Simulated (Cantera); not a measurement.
Charge: 1 mol CH₃SiH₃, 0.044 mol C₃H₈, 500 mol H₂, held at 10000 Pa.

These are equilibrium values from Cantera (NASA tables, ideal gas, pure condensed phases), not measurements of a reactor. Candidate condensed phases: C, C₆H₆, C₇H₈, C₈H₁₈, Si, SiC; 87 gas species. The feed counts by its element totals alone. Gases not in the tables: Si₂H₆ and higher silanes. Rates play no part.

log p: log10 of the partial pressure in bar; n: condensed amount in mol.

```csv
T (K),log p H₂,log p H,log p Si,log p C₂H₂ (acetylene),n C(graphite),n SiC(s)
1675,-1.00,-4.44,(withheld),-5.24,0.0123,1.000
1750,-1.00,-4.13,(withheld),-5.04,0,1.000
1825,-1.00,-3.86,(withheld),-4.97,0,0.998
1900,-1.00,-3.60,(withheld),-4.92,0,0.993
1975,-1.00,-3.36,(withheld),-4.84,0,0.973
2050,-1.00,-3.15,(withheld),-4.69,0,0.915
2125,-1.01,-2.94,(withheld),-4.47,0,0.771
2200,-1.01,-2.75,(withheld),-4.21,0,0.448
2275,-1.01,-2.58,-3.83,-4.00,0,0
2350,-1.02,-2.41,-3.80,-3.99,0,0
```

Complete the blanks.


- 1675, log p Si: -8.23
- 1750, log p Si: -7.49
- 1825, log p Si: -6.76
- 1900, log p Si: -6.08
- 1975, log p Si: -5.47
- 2050, log p Si: -4.94
- 2125, log p Si: -4.49
- 2200, log p Si: -4.10
